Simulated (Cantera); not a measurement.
An adiabatic, constant-volume homogeneous reactor starts with CO : H₂ : O₂ : N₂ = 1 : 0.091 : 0.925 : 3.48 (molar parts), equivalence ratio 0.59, at 1700 K and 5.00 bar. Integrator tolerance rtol = 1e-08.

Model: GRI-Mech 3.0 (53 species, 325 reactions), integrated in Cantera. The hydrogen kinetics of GRI-Mech 3.0 are dated; newer H2 mechanisms differ, most at raised pressure.

### Question
What does this change do: initial temperature 1700 to 1600 K?

### Answer
| quantity | before | after |
|---|---|---|
| time of steepest temperature rise | 8.50 µs | 10.4 µs |
| temperature at 0.700 s | 2920 K | 2887 K |
| equilibrium temperature | 2920 K | 2887 K |
| x(CO) at 0.700 s | 0.0464 (gas-phase equilibrium 0.0464) | 0.0416 (gas-phase equilibrium 0.0416) |
| x(H₂) at 0.700 s | 0.000558 (gas-phase equilibrium 0.000558) | 0.000504 (gas-phase equilibrium 0.000504) |
| x(O₂) at 0.700 s | 0.0796 (gas-phase equilibrium 0.0796) | 0.0786 (gas-phase equilibrium 0.0786) |
| x(NO) at 0.700 s | 0.0246 (gas-phase equilibrium 0.0246) | 0.0235 (gas-phase equilibrium 0.0235) |
| x(NO₂) at 0.700 s | 2.62e-5 (gas-phase equilibrium 2.62e-5) | 2.60e-5 (gas-phase equilibrium 2.60e-5) |
| x(HO₂) at 0.700 s | 1.07e-5 (gas-phase equilibrium 1.07e-5) | 1.02e-5 (gas-phase equilibrium 1.02e-5) |

### Question
What does this change do: pressure from 5.00 bar to 1.80 bar?

### Answer
| quantity | before | after |
|---|---|---|
| time of steepest temperature rise | 8.50 µs | 24.2 µs |
| temperature at 0.700 s | 2920 K | 2841 K |
| equilibrium temperature | 2920 K | 2841 K |
| x(CO) at 0.700 s | 0.0464 (gas-phase equilibrium 0.0464) | 0.0533 (gas-phase equilibrium 0.0533) |
| x(H₂) at 0.700 s | 0.000558 (gas-phase equilibrium 0.000558) | 0.000659 (gas-phase equilibrium 0.000659) |
| x(O₂) at 0.700 s | 0.0796 (gas-phase equilibrium 0.0796) | 0.0825 (gas-phase equilibrium 0.0825) |
| x(NO) at 0.700 s | 0.0246 (gas-phase equilibrium 0.0246) | 0.0225 (gas-phase equilibrium 0.0225) |
| x(NO₂) at 0.700 s | 2.62e-5 (gas-phase equilibrium 2.62e-5) | 1.54e-5 (gas-phase equilibrium 1.54e-5) |
| x(HO₂) at 0.700 s | 1.07e-5 (gas-phase equilibrium 1.07e-5) | 7.05e-6 (gas-phase equilibrium 7.05e-6) |
